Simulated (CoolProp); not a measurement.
Saturation properties of R124 (Tc = 395.4 K, pc = 3.624 MPa, ω = 0.288).

The numbers come from the reference Helmholtz-energy equation of state, de Vries 1995 in CoolProp.

```
T (K)  p (MPa)  liquid density (kg/m³)  vapour density (kg/m³)  enthalpy of vaporisation (kJ/kg)
-----  -------  ----------------------  ----------------------  --------------------------------
245.9  0.05094                    1518                   3.493                             172.8
253.2  0.07161                    1497                   4.805                             169.6
260.5  0.09844                       ?                   6.477                                 ?
267.8   0.1326                    1453                   8.574                             162.7
275.1   0.1754                    1431                   11.17                             159.0
282.4   0.2281                    1408                   14.35                             155.3
289.7        ?                    1384                   18.20                             151.3
297     0.3692                    1359                   22.82                             147.2
```

Some entries are withheld; supply them.


- 260.5, liquid density (kg/m³): 1476
- 260.5, enthalpy of vaporisation (kJ/kg): 166.2
- 289.7, p (MPa): 0.2922

It boils at 261.2 K under 1 atm.
